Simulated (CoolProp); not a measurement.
Properties of tetradecamethylhexasiloxane (MD4M) at several states.

Values from CoolProp's reference Helmholtz-energy equation of state, Thol 2019.

| T (°C) | p (MPa) | phase | Z | cp (kJ/(kg K)) |
|---|---|---|---|---|
| -43.35 | 0.0191 | liquid | 0.004813 | [?] |
| 250.25 | 0.0606 | gas | 0.9250 | 1.917 |
| -45.95 | 0.0424 | liquid | [?] | [?] |
| 287.05 | 0.463 | liquid | 0.07559 | 2.255 |
| -49.95 | 0.432 | liquid | [?] | [?] |

**Question.** Some entries are withheld; supply them.

**Answer.** 
- -43.35, cp (kJ/(kg K)): 1.503
- -45.95, Z: 0.01078
- -45.95, cp (kJ/(kg K)): 1.494
- -49.95, Z: 0.1113
- -49.95, cp (kJ/(kg K)): 1.479
